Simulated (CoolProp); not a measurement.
The fluid at 298.15 K and 0.00875 MPa is compressed adiabatically to 0.0468 MPa with isentropic efficiency 0.8. The same conditions are run with several fluids, on thermodynamics alone (safety and materials aside).

Values from CoolProp's reference Helmholtz-energy equation of state of each fluid (the fluoroketone C6F12O (FK-5-1-12): McLinden 2015; R115: Lemmon 2016; R124: de Vries 1995; c-C4F8 (RC318): Platzer 1990; R245fa: Akasaka 2015). The equations of Platzer and Polt are older, rougher fits.

Rank the fluoroketone C6F12O (FK-5-1-12), R115, R124, c-C4F8 (RC318), R245fa by work (kJ/kg), highest first.

R245fa (40.9), R124 (40.6), R115 (35.7), c-C4F8 (RC318) (27.0), the fluoroketone C6F12O (FK-5-1-12) (16.6)

```json
[
 {"fluid": "the fluoroketone C6F12O (FK-5-1-12)", "final temperature (K)": "318.1", "final density (kg/m³)": "5.77"},
 {"fluid": "R115", "final temperature (K)": "346.4", "final density (kg/m³)": "2.52"},
 {"fluid": "R124", "final temperature (K)": "351.9", "final density (kg/m³)": "2.20"},
 {"fluid": "c-C4F8 (RC318)", "final temperature (K)": "332.0", "final density (kg/m³)": "3.42"},
 {"fluid": "R245fa", "final temperature (K)": "344.1", "final density (kg/m³)": "2.21"}
]
```
